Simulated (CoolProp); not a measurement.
Octamethyltrisiloxane (MDM) along the isobar 1.22 MPa: density (kg/m³) from the reference equation and from simpler models built on Tc = 565.4 K, pc = 1.438 MPa, ω = 0.528; each cubic takes its own stable root.

Model: reference Helmholtz-energy equation of state, Thol 2017, in CoolProp.

```csv
T (K),phase,reference
297.6,liquid,817.5
311.5,liquid,803.7
325.5,liquid,789.6
339.4,liquid,775.4
353.4,liquid,760.9
367.3,liquid,746.2
381.2,liquid,731.1
395.2,liquid,715.6
409.1,liquid,699.7
423.1,liquid,683.2
437,liquid,666.1
451,liquid,648.1
464.9,liquid,629.2
```

### Question
How far does each simpler model (van der Waals, Redlich-Kwong, Soave-Redlich-Kwong, Peng-Robinson) lie from the reference over these 13 states: mean and median of the absolute difference, and the worst?

### Answer
- van der Waals: mean 41.0 %, median 40.9 %, worst -42.1 % at 297.6 K and 1.22 MPa
- Redlich-Kwong: mean 15.0 %, median 14.8 %, worst -16.5 % at 464.9 K and 1.22 MPa
- Soave-Redlich-Kwong: mean 9.0 %, median 8.7 %, worst -10.5 % at 297.6 K and 1.22 MPa
- Peng-Robinson: mean 2.6 %, median 2.9 %, worst +3.6 % at 423.1 K and 1.22 MPa
